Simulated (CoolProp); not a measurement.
100 sccm (0 °C, 1 atm) of nitrogen bubbles through liquid octamethyltrisiloxane (MDM) at 342.4 K and leaves saturated at a total pressure of 0.0436 MPa (ideal gas phase). Each further row changes one setting.

Values from CoolProp's reference Helmholtz-energy equation of state, Thol 2017.

```tsv
case	vapour pressure (kPa)	mole fraction of vapour	delivery (mg/min)	delivery (sccm)	change of delivery for a bath 1 K warmer (%)
as stated	5.66	0.130	157	14.9	5.4
bath temperature 347.4 K	?	?	205	19.4	5.4
total pressure 0.0872 MPa	5.66	0.0649	73.2	?	5.0
```

**Question.** Some entries are withheld; supply them.

**Answer.** 
- bath temperature 347.4 K, vapour pressure (kPa): 7.08
- bath temperature 347.4 K, mole fraction of vapour: 0.162
- total pressure 0.0872 MPa, delivery (sccm): 6.94
